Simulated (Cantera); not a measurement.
# NO annealing gas

A perfectly stirred reactor is fed with NO : N2 = 1.8 : 0.14 (molar parts), at 33.8 Torr; it is held at 1975 K, and followed from long to short residence time.

Detailed kinetics in Cantera: GRI-Mech 3.0 (53 species, 325 reactions). Radical loss at walls, strong at low pressure, is not modelled.

| τ (s) | x NO | x N2 | x NO2 | x O2 | x O |
|---|---|---|---|---|---|
| 20 | 0.212 | 0.430 | 0.000105 | 0.357 | 0.00158 |
| 7.2 | 0.403 | 0.334 | 0.000169 | 0.261 | 0.00137 |
| 2.6 | 0.642 | 0.215 | 0.000196 | 0.142 | 0.00106 |
| 0.95 | 0.811 | 0.130 | 0.000159 | 0.0579 | 0.000755 |
| 0.34 | 0.887 | 0.0924 | 0.000110 | 0.0200 | 0.000554 |
| 0.12 | 0.914 | 0.0788 | 8.17e-5 | 0.00656 | 0.000448 |
| 0.045 | 0.923 | 0.0744 | 6.68e-5 | 0.00216 | 0.000382 |
| 0.016 | 0.926 | 0.0728 | 5.26e-5 | 0.000555 | 0.000297 |
| 0.0060 | 0.927 | 0.0723 | 3.28e-5 | 0.000105 | 0.000184 |
x: mole fraction; the columns are a selection and need not sum to one.
